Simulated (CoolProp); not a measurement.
Vapour-liquid equilibrium of isobutene (1) + n-octane (2) at 387.4 K; x and y are mole fractions of (1).

Model: multi-fluid Helmholtz-energy mixture model, Lemmon 2005 and Beckmüller 2019; pair parameters Bell 2016, in CoolProp.

| x | bubble pressure, mixture model (MPa) | bubble pressure, Raoult's law (MPa) | y, mixture model | y, Raoult's law |
|---|---|---|---|---|
| 0.05 | 0.1614 | 0.1885 | 0.551 | 0.632 |
| 0.125 | 0.2942 | 0.3617 | 0.759 | 0.823 |
| 0.2 | 0.4291 | 0.5349 | 0.840 | 0.891 |
| 0.275 | 0.5681 | 0.7082 | 0.883 | 0.925 |
| 0.35 | 0.7127 | 0.8814 | 0.911 | 0.946 |
| 0.425 | 0.8641 | 1.055 | 0.930 | 0.960 |
| 0.5 | 1.023 | 1.228 | 0.944 | 0.970 |
| 0.575 | 1.191 | 1.401 | 0.956 | 0.978 |
| 0.65 | 1.367 | 1.574 | 0.965 | 0.984 |
| 0.725 | 1.554 | 1.747 | 0.973 | 0.989 |
| 0.8 | 1.752 | 1.921 | 0.980 | 0.992 |
| 0.875 | 1.965 | 2.094 | 0.987 | 0.996 |
| 0.95 | 2.201 | 2.267 | 0.994 | 0.998 |

The largest gap from Raoult's law is -19.8 % in bubble pressure, at x = 0.2. No azeotrope shows between x = 0.05 and 0.95.

Pair parameters are fitted to limited data, so mixtures are less certain than the pure fluids.
